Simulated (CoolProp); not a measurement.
Vapour-liquid equilibrium of C2F6 (R116) (1) + R22 (2) at 2.88 bar; x and y are mole fractions of (1).

Computed with CoolProp (multi-fluid Helmholtz-energy mixture model, Lemmon 2006 and Kamei 1995; pair parameters Bell 2016).

Q: Give the bubble temperature and the first vapour's composition at x = 0.05, 0.35, 0.95. Is there an azeotrope?

A: x = 0.05: -31.0 °C, y = 0.460; x = 0.35: -51.5 °C, y = 0.817; x = 0.95: -55.9 °C, y = 0.962. No azeotrope shows between x = 0.05 and 0.95.

The pair parameters rest on a limited set of measurements; away from them the model extrapolates. With so large a gap from Raoult's law the liquid may split in two, which this calculation doesn't test in full.
